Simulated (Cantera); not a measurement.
Feed: 1 mol BN, 0.57 mol H₂, held at 2898 K and 0.100 bar.

Equilibrium computed with Cantera from the NASA thermochemical tables; the gas is ideal and each condensed phase is pure. Candidate condensed phases: B, BN; 15 gas species. The tables' values for BH₂ are old estimates; treat these amounts as uncertain. Kinetics and transport are ignored.

Base state: N₂ 0.406, H₂ 0.352, H 0.214, B 0.0230, BH₂ 0.00339, BH 0.00101, BN 0.000997, B₂ 1.65e-5 (mole fractions); condensed: B(l).

Question: What changes in the equilibrium state with this change: temperature from 2898 K to 2748 K?

Answer: 
```tsv
species	before	after
N₂	0.406	0.431
H₂	0.352	0.419
H	0.214	0.139
B	0.0230	0.00750
B₂	1.65e-5	3.42e-6
N	1.42e-5	4.91e-6
BN	0.000997	0.000409
BH	0.00101	0.000473
BH₂	0.00339	0.00297
B(l), mol	0.965	0.987
```
